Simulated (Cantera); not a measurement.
Feed: 1 mol V2O3, a varied amount of H2, 8.9 mol N2, held at 798 K and 4000 Pa.

Cantera equilibrium calculation (NASA polynomials, part measured and part estimated; ideal gas, pure solids and liquids). Candidate condensed phases: H2O, V, VN, VO, V2O3, V2O4, V2O5; 28 gas species. VN: taken at fixed stoichiometry. Condensed phases not in the tables: the oxides between V2O3 and V2O5 other than VO2, V2N. Rates play no part.

Problem. At 0.35 mol H2, list the 3 most abundant gas species with their mole fractions, and the condensed phases.

Solution. N2 0.962, H2 0.0378, H2O 6.86e-5. Condensed: VN(s) + V2O3(s).
